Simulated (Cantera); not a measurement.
# Pyrogenic steam for wet oxidation

A perfectly stirred reactor is fed with H2 : O2 : N2 = 1.3 : 1 : 1.7 (molar parts), equivalence ratio 0.65, at 0.610 bar; it is held at 1423 K, and followed from long to short residence time.

Model: the H2/O2 subset of GRI-Mech 3.0, which has no nitrogen chemistry, integrated in Cantera. The temperature is held fixed by assumption; the heat of reaction is taken as removed at once.

```csv
τ (s),x H2,x O2,x H,x H2O2,x H2O
1.2,8.98e-5,0.104,2.69e-6,2.57e-7,0.388
0.44,0.000175,0.104,7.36e-6,4.18e-7,0.387
0.16,0.000344,0.104,2.04e-5,6.63e-7,0.387
0.056,0.000690,0.104,5.87e-5,1.04e-6,0.386
0.020,0.00136,0.104,0.000165,1.57e-6,0.385
0.0072,0.00263,0.105,0.000458,2.30e-6,0.383
0.0026,0.00499,0.105,0.00125,3.26e-6,0.379
0.00091,0.00945,0.106,0.00345,4.46e-6,0.370
```
x: mole fraction; the columns are a selection and need not sum to one.
